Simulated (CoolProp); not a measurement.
Model: reference Helmholtz-energy equation of state, Span 2000, in CoolProp.

Question: For nitrogen, give the phase and the density (kg/m³), isothermal compressibility (1/MPa) at 141.6 K and 0.463 MPa; 141.6 K and 2.78 MPa; 141.6 K and 4.17 MPa.

Answer: 
- 141.6 K and 0.463 MPa: gas; density 11.4, isothermal compressibility 2.23
- 141.6 K and 2.78 MPa: gas; density 84.7, isothermal compressibility 0.477
- 141.6 K and 4.17 MPa: supercritical; density 155, isothermal compressibility 0.414
